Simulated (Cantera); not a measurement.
Cantera with NASA thermochemical tables; ideal gases at 1 bar, condensed phases pure. Values are per mole of reaction as written; species without (g) are pure solids or liquids, kept so even where they would boil at 1 bar.

V₂O₃ + 2 NO(g) → V₂O₅ + N₂(g), with ΔH° = -514.4 kJ and ΔS° = -197.5 J/K at 300 K.

How far is the shortcut ΔG° ≈ ΔH°(300 K) − T·ΔS°(300 K) from the full temperature-dependent value at 573, 673, 773, 873, 973, 1073, 1173, 1273, 1373, 1473, 1573 K?


```json
[
 {"T (K)": "573", "shortcut (kJ)": "-401.2", "full (kJ)": "-401.3", "difference (kJ)": "0.1", "difference in log10 K": "-0.01", "condensed phases": "V₂O₃(s), V₂O₅(s)"},
 {"T (K)": "673", "shortcut (kJ)": "-381.4", "full (kJ)": "-381.8", "difference (kJ)": "0.3", "difference in log10 K": "-0.03", "condensed phases": "V₂O₃(s), V₂O₅(s)"},
 {"T (K)": "773", "shortcut (kJ)": "-361.7", "full (kJ)": "-362.4", "difference (kJ)": "0.7", "difference in log10 K": "-0.05", "condensed phases": "V₂O₃(s), V₂O₅(s)"},
 {"T (K)": "873", "shortcut (kJ)": "-341.9", "full (kJ)": "-343.2", "difference (kJ)": "1.3", "difference in log10 K": "-0.08", "condensed phases": "V₂O₃(s), V₂O₅(s)"},
 {"T (K)": "973", "shortcut (kJ)": "-322.2", "full (kJ)": "-326.2", "difference (kJ)": "4.0", "difference in log10 K": "-0.21", "condensed phases": "V₂O₃(s), V₂O₅(l)"},
 {"T (K)": "1073", "shortcut (kJ)": "-302.4", "full (kJ)": "-314.1", "difference (kJ)": "11.6", "difference in log10 K": "-0.57", "condensed phases": "V₂O₃(s), V₂O₅(l)"},
 {"T (K)": "1173", "shortcut (kJ)": "-282.7", "full (kJ)": "-302.1", "difference (kJ)": "19.4", "difference in log10 K": "-0.87", "condensed phases": "V₂O₃(s), V₂O₅(l)"},
 {"T (K)": "1273", "shortcut (kJ)": "-262.9", "full (kJ)": "-290.3", "difference (kJ)": "27.3", "difference in log10 K": "-1.12", "condensed phases": "V₂O₃(s), V₂O₅(l)"},
 {"T (K)": "1373", "shortcut (kJ)": "-243.2", "full (kJ)": "-278.5", "difference (kJ)": "35.3", "difference in log10 K": "-1.34", "condensed phases": "V₂O₃(s), V₂O₅(l)"},
 {"T (K)": "1473", "shortcut (kJ)": "-223.4", "full (kJ)": "-266.8", "difference (kJ)": "43.3", "difference in log10 K": "-1.54", "condensed phases": "V₂O₃(s), V₂O₅(l)"},
 {"T (K)": "1573", "shortcut (kJ)": "-203.7", "full (kJ)": "-255.0", "difference (kJ)": "51.4", "difference in log10 K": "-1.71", "condensed phases": "V₂O₃(s), V₂O₅(l)"}
]
```
The shortcut ignores heat capacities and the phase changes listed.
